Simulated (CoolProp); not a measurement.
Vapour-liquid equilibrium of propane (1) + R236EA (2) at 65.55 °C; x and y are mole fractions of (1).

The numbers come from the multi-fluid Helmholtz-energy mixture model, Lemmon 2009 and Rui 2013; pair parameters Bell 2016 in CoolProp.

```csv
x,bubble pressure (kPa),y at the bubble point,dew pressure at overall composition x (kPa),liquid density (mol/L)
0.05,909.6,0.229,736.6,8.454
0.15,1271,0.456,825.2,8.466
0.25,1552,0.567,935.2,8.467
0.35,1764,0.634,1075,8.461
0.45,1926,0.682,1258,8.457
0.55,2058,0.724,1502,8.469
0.65,2170,0.766,1817,8.519
0.75,2266,0.814,2131,8.637
0.85,2339,0.873,2316,8.855
0.95,2374,0.951,2374,9.195
```

No azeotrope shows between x = 0.05 and 0.95.

The pair parameters rest on a limited set of measurements; away from them the model extrapolates.
